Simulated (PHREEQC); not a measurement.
0.032 g of hydrous ferric oxide (600 m²/g; 0.2 weak and 0.005 strong sites per Fe, Dzombak-Morel constants, diffuse double layer) in 1 kg of water with 0.3 mol/kgw of an inert sodium salt and 7.1e-05 mol NaH2PO4 and 1.1e-07 mol CaCl2, at 25 °C; the pH is set by adding NaOH or the inert anion's acid. Oxygen alone is held at its pressure in air (log pO2 = -0.68). The system is closed to CO2. Nothing may precipitate in this run.

Base run: PHREEQC, ion-association model, wateq4f.dat. Each further column changes one thing. The table gives P sorbed (%).

| pH | base | no electrostatic term (-no_edl) | background salt from 0.3 to 0.03 mol/kgw | oxide from 0.032 to 0.16 g/kgw | 0.00011 mol/kgw MgCl2 added |
|---|---|---|---|---|---|
| 4 | 75.5 | … | 82.5 | 99.9 | 75.5 |
| 5 | 69.4 | 46.5 | 73.6 | 99.9 | 69.4 |
| 6 | 60.5 | 54.9 | … | 99.9 | 60.5 |
| 7 | 48.9 | … | 50.3 | … | 48.9 |
| 8 | 27.9 | … | 30.2 | 84.3 | … |
| 9 | 8.1 | … | 8.3 | 33.4 | 17.9 |
| 10 | 0.7 | 19.4 | 0.5 | 3.3 | 6.3 |

Some entries are withheld; supply them.


- 4, no electrostatic term (-no_edl): 44.9
- 6, background salt from 0.3 to 0.03 mol/kgw: 62.5
- 7, no electrostatic term (-no_edl): 65.2
- 7, oxide from 0.032 to 0.16 g/kgw: 99.1
- 8, no electrostatic term (-no_edl): 61.7
- 8, 0.00011 mol/kgw MgCl2 added: 28.9
- 9, no electrostatic term (-no_edl): 48.7

H3PO4, which wateq4f.dat lacks, is added to it with the constant of phreeqc.dat.
